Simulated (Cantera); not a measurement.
Input: 1 mol Si, 0.18 mol CO2, 7 mol N2, 0.13 mol O2, held at 1823 K and 2.10e-5 bar.

Cantera equilibrium calculation (NASA polynomials, part measured and part estimated; ideal gas, pure solids and liquids). Candidate condensed phases: C, Si, SiC, SiO2, Si2N2O, Si3N4; 34 gas species. The tables' values for SiN are old estimates; treat these amounts as uncertain. Kinetics and transport are ignored.

Base state: N2 0.856, Si 0.0672, SiO 0.0541, CO 0.0217, Si2C 0.000273, Si2 0.000139, SiN 0.000118, Si2N 5.90e-5 (mole fractions); condensed: gas only.

**Question.** What changes in the equilibrium state with this change: CO2 from 0.18 to 0.54 mol?

**Answer.** 
```json
[
 {"species": "N2", "before": "0.856", "after": "0.820"},
 {"species": "SiO", "before": "0.0541", "after": "0.0937"},
 {"species": "CO", "before": "0.0217", "after": "0.0632"},
 {"species": "Si", "before": "0.0672", "after": "0.0233"},
 {"species": "Si3", "before": "1.04e-5", "after": "4.33e-7"},
 {"species": "Si2C", "before": "0.000273", "after": "1.91e-5"},
 {"species": "Si2N", "before": "5.90e-5", "after": "6.93e-6"},
 {"species": "Si2", "before": "0.000139", "after": "1.67e-5"}
]
```
